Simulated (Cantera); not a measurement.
An isothermal, constant-pressure homogeneous reactor starts with CO : O2 : H2O : N2 = 0.002 : 0.01 : 0.004 : 1 (molar parts), equivalence ratio 0.10, at 975 K and 750 Torr. Integrator tolerance rtol = 1e-08.

Cantera simulation using GRI-Mech 3.0 (53 species, 325 reactions); the numbers are that mechanism's predictions, not measurements.

Problem. What does this change do: CO 0.002 to 0.00034 parts?

Solution. 
```csv
quantity,before,after
x(CO) at 4.00 s,0.000962 (gas-phase equilibrium <1e-12),0.000206 (gas-phase equilibrium <1e-12)
x(O2) at 4.00 s,0.00935 (gas-phase equilibrium 0.00886),0.00979 (gas-phase equilibrium 0.00969)
x(H2O) at 4.00 s,0.00393 (gas-phase equilibrium 0.00394),0.00394 (gas-phase equilibrium 0.00394)
x(NO2) at 4.00 s,9.56e-11 (gas-phase equilibrium 7.18e-8),7.54e-12 (gas-phase equilibrium 7.85e-8)
x(CO2) at 4.00 s,0.00101 (gas-phase equilibrium 0.00197),0.000130 (gas-phase equilibrium 0.000335)
x(NO) at 4.00 s,8.11e-11 (gas-phase equilibrium 5.45e-6),3.03e-12 (gas-phase equilibrium 5.70e-6)
```
